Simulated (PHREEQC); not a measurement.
0.065 g of hydrous ferric oxide (600 m²/g; 0.2 weak and 0.005 strong sites per Fe, Dzombak-Morel constants, diffuse double layer) in 1 kg of water with 0.01 mol/kgw of an inert sodium salt and 2.9e-07 mol/kgw NaF, at 25 °C; the pH is set by adding NaOH or the inert anion's acid. Oxygen alone is held at its pressure in air (log pO2 = -0.68). No CO2 enters from the air. Nothing may precipitate in this run.

All values are PHREEQC results (ion-association model, wateq4f.dat), not measurements.

```
pH   F sorbed (%)  surface charge σ (C/m²)  surface potential ψ (mV)
---  ------------  -----------------------  ------------------------
4            82.7                    0.216                       185
4.5          75.3                    0.160                       170
5            62.0                    0.113                       152
5.5          43.5                    0.077                       132
6            24.8                    0.049                       110
6.5          11.4                    0.030                        86
7             4.5                    0.017                        61
7.5           1.6                    0.008                        34
8             0.6                    0.001                         6
8.5           0.2                   -0.005                       -22
9             0.1                   -0.013                       -49
9.5           0.0                   -0.024                       -75
10            0.0                   -0.040                      -100
```

Complexes and solids missing from the database can't appear.
